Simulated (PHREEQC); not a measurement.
A solution holds 0.46 mmol/kgw K2SO4 and 3.8 mmol/kgw H3BO3, at 20 °C. Closed to the air; pH follows from the charge balance.

All values are PHREEQC results (ion-association model, phreeqc.dat), not measurements.

No solid was allowed to form.

### Question
Estimate the pH, specific conductance.

### Answer
pH 5.86; specific conductance 120 µS/cm.
